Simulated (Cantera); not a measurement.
What does this Cantera script print?

```python
import numpy as np
import cantera as ct

gas_names = """
    F2 SF4 SF6
""".split()
cond_names = """
    MgS(s) MgF2(s) MgF2(L)
""".split()


# ... load() reads the species with a 1 bar reference pressure and builds the phases ...
species = {s.name: s for s in load("nasa_gas.yaml", gas_names) + load("nasa_condensed.yaml", cond_names)}
# Each term lists the table entries of one substance; the one whose range holds T is used.
reactions = {
    '3 F2(g) + MgS = MgF2 + SF4(g)':
        [(-3, ['F2']), (-1, ['MgS(s)']), (1, ['MgF2(s)', 'MgF2(L)']), (1, ['SF4'])],
    '4 F2(g) + MgS = SF6(g) + MgF2':
        [(-4, ['F2']), (-1, ['MgS(s)']), (1, ['SF6']), (1, ['MgF2(s)', 'MgF2(L)'])],
}


def pick(names, T):
    return next(species[n] for n in names if species[n].thermo.min_temp <= T <= species[n].thermo.max_temp)


results = []
for label, terms in reactions.items():
    print(label)
    print("     T/K   dH/kJ  dS/(J/K)   dG/kJ   log10 K")
    for T in [300, 1948, 1973, 1998, 2023, 2048, 2073, 2098, 2123, 2148, 2173, 2198]:
        used = [(nu, pick(names, T)) for nu, names in terms]
        dH = sum(nu * s.thermo.h(T) for nu, s in used) / 1e6
        dS = sum(nu * s.thermo.s(T) for nu, s in used) / 1e3
        dG = dH - T * dS / 1e3
        logK = -dG * 1e6 / (ct.gas_constant * T * np.log(10))
        results.append((label, T, dH, dS, dG, logK, [s.name for _, s in used]))
        print(f"{T:8g} {dH:8.1f} {dS:8.1f} {dG:8.1f} {logK:8.2f}")
```

Output:

```
3 F2(g) + MgS = MgF2 + SF4(g)
     T/K   dH/kJ  dS/(J/K)   dG/kJ   log10 K
     300  -1541.7   -301.8  -1451.2   252.67
    1948  -1448.1   -230.3   -999.4    26.80
    1973  -1447.4   -230.0   -993.6    26.31
    1998  -1446.6   -229.6   -987.9    25.83
    2023  -1445.9   -229.2   -982.1    25.36
    2048  -1445.2   -228.9   -976.4    24.90
    2073  -1444.4   -228.5   -970.7    24.46
    2098  -1443.7   -228.2   -965.0    24.03
    2123  -1443.0   -227.8   -959.3    23.60
    2148  -1442.3   -227.5   -953.6    23.19
    2173  -1441.6   -227.2   -947.9    22.79
    2198  -1440.8   -226.8   -942.2    22.39
4 F2(g) + MgS = SF6(g) + MgF2
     T/K   dH/kJ  dS/(J/K)   dG/kJ   log10 K
     300  -1999.1   -512.8  -1845.2   321.28
    1948  -1894.7   -434.2  -1049.0    28.13
    1973  -1893.7   -433.7  -1038.1    27.48
    1998  -1892.8   -433.2  -1027.3    26.86
    2023  -1891.8   -432.7  -1016.5    26.24
    2048  -1890.8   -432.2  -1005.6    25.65
    2073  -1889.8   -431.7   -994.8    25.07
    2098  -1888.9   -431.3   -984.1    24.50
    2123  -1887.9   -430.8   -973.3    23.95
    2148  -1886.9   -430.4   -962.5    23.41
    2173  -1885.9   -429.9   -951.8    22.88
    2198  -1885.0   -429.5   -941.0    22.36
```

Cantera with NASA thermochemical tables; ideal gases at 1 bar, condensed phases pure. Condensed species are held in their standard states even where they would react or evaporate.
